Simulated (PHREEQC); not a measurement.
# Nickel, zinc or cadmium bath

Solution (25 °C): 0.0016 mol NiCl2, 0.0094 mol Na2SO4 and 0.0025 mol MnSO4 per kg of water. Closed to the air; pH follows from the charge balance.

All values are PHREEQC results (ion-association model, wateq4f.dat), not measurements.

Precipitation was switched off in this run.

Q: What pH, ionic strength does the model give?

A: pH 6.57; ionic strength 0.0368 mol/kgw.

Q: In which forms is Na present?

A: Na+ 98 %, NaSO4- 2.5 % of the Na.
